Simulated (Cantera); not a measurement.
**Thermodynamics of chlorosilane synthesis and conversion, feed SiCl₄ + H₂**

Feed: 1 mol SiCl₄, 3.7 mol H₂, equilibrated at 1498 K and 24.0 bar.

Method: chemical equilibrium by Gibbs-energy minimisation in Cantera with the NASA 1993 tables (ideal gas, pure condensed phases). Candidate condensed phases: Si; 19 gas species. The tables' values for SiCl₃ are old estimates; treat these amounts as uncertain. Equilibrium is a limit: real reactors are often held back by kinetics, nucleation or transport.

- x(H₂): 0.674
- x(HCl): 0.117
- x(SiCl₄): 0.108
- x(SiHCl₃): 0.0639
- x(SiCl₃): 0.0192
- x(SiCl₂): 0.0109
- x(SiH₂Cl₂): 0.00600
- x(SiH₃Cl): 0.000165
- x(H): 2.88e-6
- gas amount: 4.798 mol
- log10 activity of Si(s) (absent): -0.78
